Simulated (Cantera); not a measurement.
A freely propagating, adiabatic, planar premixed flame of 16.0 % CH4, 17.7 % O2, 66.3 % N2, unburnt at 300 K and 1.50 bar; mixture-averaged transport, grid criteria slope 0.08 and curve 0.16, no radiation.

Computed with Cantera and GRI-Mech 3.0 (53 species, 325 reactions). Burning velocities carry a grid error of a few per cent, more on coarse grids.

x: mole fraction of selected species; z is measured from the peak of heat release.

| z (mm) | T (K) | u (m/s) | x CH4 | x O2 | x C2H4 | x NO2 | x H2 | x H |
|---|---|---|---|---|---|---|---|---|
| -5.38 | 300 | 0.0497 | 0.160 | 0.176 | 6.09e-8 | <1e-8 | 0.00346 | <1e-8 |
| -3.58 | 306 | 0.0510 | 0.158 | 0.174 | 2.34e-6 | <1e-8 | 0.0107 | <1e-8 |
| -2.69 | 338 | 0.0568 | 0.154 | 0.171 | 2.33e-5 | <1e-8 | 0.0204 | <1e-8 |
| -1.79 | 484 | 0.0829 | 0.141 | 0.159 | 0.000201 | <1e-8 | 0.0365 | <1e-8 |
| -0.896 | … | 0.165 | … | … | … | … | … | … |
| -0.448 | 1279 | 0.228 | 0.0664 | 0.0701 | 0.00265 | <1e-8 | 0.0665 | 1.44e-5 |
| 0 | 1583 | 0.286 | 0.0339 | 0.0277 | 0.00305 | <1e-8 | 0.0753 | 0.000112 |
| 0.448 | 1712 | 0.311 | 0.0197 | 0.00834 | 0.00137 | <1e-8 | 0.0806 | 0.000172 |
| 0.896 | 1748 | 0.318 | 0.0154 | 0.00297 | 0.000564 | <1e-8 | 0.0837 | 0.000137 |
| 1.79 | 1761 | 0.320 | 0.0127 | 0.000631 | 0.000193 | <1e-8 | 0.0875 | 8.46e-5 |
| 3.58 | 1757 | 0.320 | 0.0105 | 7.62e-5 | 0.000107 | <1e-8 | 0.0924 | 6.36e-5 |
| 7.17 | 1748 | 0.319 | 0.00846 | 2.66e-6 | 8.54e-5 | <1e-8 | 0.0982 | 5.85e-5 |
| 14.3 | 1738 | 0.319 | … | … | … | <1e-8 | 0.104 | 5.64e-5 |

Question: Complete the blanks.

Answer: 
- -0.896, T (K): 936
- -0.896, x CH4: 0.100
- -0.896, x O2: 0.112
- -0.896, x C2H4: 0.00133
- -0.896, x NO2: 1.28e-8
- -0.896, x H2: 0.0566
- -0.896, x H: 5.76e-7
- 14.3, x CH4: 0.00670
- 14.3, x O2: 2.20e-8
- 14.3, x C2H4: 7.60e-5
